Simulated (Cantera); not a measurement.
Charge: 1 mol SiH2Cl2, a varied amount of O2, 35 mol H2, equilibrated at 1573.15 K and 0.133 bar.

Equilibrium computed with Cantera from the NASA thermochemical tables; the gas is ideal and each condensed phase is pure. Candidate condensed phases: H2O, Si, SiO2; 30 gas species. Mutual solubility and eutectic melting of coexisting phases are not modelled. The tables' values for SiCl3 are old estimates; treat these amounts as uncertain. The tables hold silica as quartz up to 1696 K and as liquid above; real silica turns to tridymite and cristobalite and melts near 1996 K. Gases not in the tables: Si(OH)4. Equilibrium is a limit: real reactors are often held back by kinetics, nucleation or transport.

x: gas mole fraction; n: condensed amount in mol.

```tsv
n(O2) (mol)	x H2	x H2O	x HCl	x SiO	x SiCl2	n Si(s)	n SiO2(β-quartz)
0.066	0.949	1.70e-6	0.0412	0.00355	0.00605	0.636	0
0.12	0.946	3.08e-6	0.0410	0.00644	0.00603	0.528	0
0.24	0.940	6.08e-6	0.0408	0.0128	0.00599	0.288	0
0.45	0.939	6.55e-6	0.0407	0.0138	0.00599	0.0587	0.191
0.84	0.942	(withheld)	0.0506	(withheld)	(withheld)	0	(withheld)
1.6	0.913	(withheld)	0.0540	(withheld)	(withheld)	0	1.000
3	0.838	0.108	0.0540	7.47e-7	3.45e-11	0	1.000
5.7	0.692	0.254	0.0540	2.62e-7	5.16e-12	0	1.000
11	0.405	0.541	0.0540	7.23e-8	<1e-12	0	1.000
```

Problem. Complete the blanks.

Solution. 
- 0.84, x H2O: 1.64e-5
- 0.84, x SiO: 0.00554
- 0.84, x SiCl2: 0.00148
- 0.84, n SiO2(β-quartz): 0.737
- 1.6, x H2O: 0.0324
- 1.6, x SiO: 2.71e-6
- 1.6, x SiCl2: 4.18e-10
